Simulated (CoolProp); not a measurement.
A Linde-Hampson liquefier for nitrogen: isothermal reversible compression at 290 K from 1 atm to 10 MPa, throttling to 1 atm, return gas leaving the recuperator 10 K below the feed. Each further row changes one setting.

Computed with CoolProp (reference Helmholtz-energy equation of state, Span 2000).

| case | liquid yield per pass | compression work (kJ/kg of gas) |
|---|---|---|
| as stated | 0.025 | 394 |
| high pressure 20 MPa | ? | ? |
| warm-end temperature 320 K | ? | ? |
| warm-end gap 15 K | 0.013 | 394 |

Q: Complete the blanks.

A: 
- high pressure 20 MPa, liquid yield per pass: 0.059
- high pressure 20 MPa, compression work (kJ/kg of gas): 455
- warm-end temperature 320 K, liquid yield per pass: 0.014
- warm-end temperature 320 K, compression work (kJ/kg of gas): 437
